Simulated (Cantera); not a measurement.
## NaI + O2 + N2 (halide evaporation, hydrolysis and transport)

Feed: 1 mol NaI, 0.62 mol O2, 2.9 mol N2, held at 1.00 bar.

Equilibrium computed with Cantera from the NASA thermochemical tables; the gas is ideal and each condensed phase is pure. Candidate condensed phases: I2, Na, NaI, NaO2, Na2O, Na2O2; 16 gas species. Gases not in the tables: NaBr and NaI dimers. Rates play no part.

From 1075 °C to 1125 °C the condensed part is NaI(l). From 1150 °C to 1375 °C nothing is condensed.

| T (°C) | x N2 | x NaI | x O2 | x NO | x I | x Na | x NaO | n NaI(l) |
|---|---|---|---|---|---|---|---|---|
| 1075 | 0.731 | 0.112 | 0.156 | 0.000444 | 9.77e-5 | 8.60e-5 | 1.08e-5 | 0.554 |
| 1100 | 0.705 | 0.144 | 0.151 | 0.000497 | 0.000141 | 0.000125 | 1.49e-5 | 0.409 |
| 1125 | 0.673 | 0.182 | 0.144 | 0.000548 | 0.000202 | 0.000180 | 2.02e-5 | 0.215 |
| 1150 | 0.641 | 0.221 | 0.137 | 0.000599 | 0.000280 | 0.000251 | 2.65e-5 | 0 |
| 1175 | 0.641 | 0.221 | 0.137 | 0.000684 | 0.000349 | 0.000315 | 3.21e-5 | 0 |
| 1200 | 0.641 | 0.221 | 0.137 | 0.000778 | 0.000433 | 0.000391 | 3.86e-5 | 0 |
| 1225 | 0.641 | 0.221 | 0.137 | 0.000881 | 0.000532 | 0.000483 | 4.61e-5 | 0 |
| 1250 | 0.641 | 0.220 | 0.137 | 0.000994 | 0.000650 | 0.000593 | 5.48e-5 | 0 |
| 1275 | 0.641 | 0.220 | 0.136 | 0.00112 | 0.000790 | 0.000722 | 6.48e-5 | 0 |
| 1300 | 0.640 | 0.220 | 0.136 | 0.00125 | 0.000953 | 0.000874 | 7.61e-5 | 0 |
| 1325 | 0.640 | 0.220 | 0.136 | 0.00139 | 0.00114 | 0.00105 | 8.90e-5 | 0 |
| 1350 | 0.640 | 0.220 | 0.136 | 0.00155 | 0.00137 | 0.00126 | 0.000103 | 0 |
| 1375 | 0.640 | 0.219 | 0.136 | 0.00171 | 0.00162 | 0.00150 | 0.000120 | 0 |
x: gas mole fraction; n: condensed amount in mol.
